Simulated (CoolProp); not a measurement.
Aqueous ethylene glycol as a coolant, 54 % by mass, freezing at -41.7 °C, 1 atm.

The numbers come from the Melinder's fits for secondary coolants in CoolProp.

```json
[
 {"T (°C)": "-0.8", "conductivity (W/(m K))": "0.364", "density (kg/m³)": "1080", "viscosity (mPa s)": "9.34", "Prandtl number": "79.6"},
 {"T (°C)": "2.8", "conductivity (W/(m K))": "0.366", "density (kg/m³)": "___", "viscosity (mPa s)": "7.95", "Prandtl number": "67.9"},
 {"T (°C)": "6.4", "conductivity (W/(m K))": "0.368", "density (kg/m³)": "1077", "viscosity (mPa s)": "6.82", "Prandtl number": "58.3"},
 {"T (°C)": "10", "conductivity (W/(m K))": "___", "density (kg/m³)": "___", "viscosity (mPa s)": "5.90", "Prandtl number": "___"},
 {"T (°C)": "13.7", "conductivity (W/(m K))": "0.372", "density (kg/m³)": "1073", "viscosity (mPa s)": "5.13", "Prandtl number": "___"},
 {"T (°C)": "17.3", "conductivity (W/(m K))": "0.374", "density (kg/m³)": "1071", "viscosity (mPa s)": "4.52", "Prandtl number": "38.8"},
 {"T (°C)": "20.9", "conductivity (W/(m K))": "0.376", "density (kg/m³)": "1069", "viscosity (mPa s)": "4.00", "Prandtl number": "34.4"},
 {"T (°C)": "24.6", "conductivity (W/(m K))": "___", "density (kg/m³)": "1067", "viscosity (mPa s)": "3.56", "Prandtl number": "30.6"},
 {"T (°C)": "28.2", "conductivity (W/(m K))": "0.380", "density (kg/m³)": "1065", "viscosity (mPa s)": "3.19", "Prandtl number": "27.5"},
 {"T (°C)": "31.8", "conductivity (W/(m K))": "0.382", "density (kg/m³)": "1063", "viscosity (mPa s)": "2.88", "Prandtl number": "24.9"},
 {"T (°C)": "35.4", "conductivity (W/(m K))": "0.384", "density (kg/m³)": "1061", "viscosity (mPa s)": "2.62", "Prandtl number": "22.6"},
 {"T (°C)": "39.1", "conductivity (W/(m K))": "___", "density (kg/m³)": "1059", "viscosity (mPa s)": "2.39", "Prandtl number": "20.6"}
]
```

Task: What belongs in the gaps?

Result: 
- 2.8, density (kg/m³): 1079
- 10, conductivity (W/(m K)): 0.370
- 10, density (kg/m³): 1075
- 10, Prandtl number: 50.6
- 13.7, Prandtl number: 44.0
- 24.6, conductivity (W/(m K)): 0.378
- 39.1, conductivity (W/(m K)): 0.386
